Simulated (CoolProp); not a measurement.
Properties of o-xylene at several states.

Computed with CoolProp (reference Helmholtz-energy equation of state, Zhou 2012).

| T (°C) | p (MPa) | phase | density (kg/m³) | Joule-Thomson coefficient (K/MPa) | expansivity (1/kK) | viscosity (µPa s) | Prandtl number | fugacity coefficient |
|---|---|---|---|---|---|---|---|---|
| 287.85 | 0.152 | gas | 3.540 | 10.67 | 1.927 | 12.2 | 0.689 | 0.9777 |
| -13.65 | 1.16 | liquid | 909.0 | -0.5050 | 0.9182 | 1440 | 17.1 | 5.635e-5 |
| 255.85 | 0.133 | gas | 3.291 | 13.46 | 2.063 | 11.5 | 0.679 | 0.9761 |
| 56.15 | 0.165 | liquid | 849.6 | -0.4215 | 1.011 | 521 | 7.90 | 0.02776 |
| 252.35 | 3.44 | liquid | 658.3 | 0.02149 | 1.973 | 133 | 4.21 | 0.2432 |

Viscosity comes from a separate model (Cao 2016). Thermal conductivity comes from a separate model (Mylona 2014).
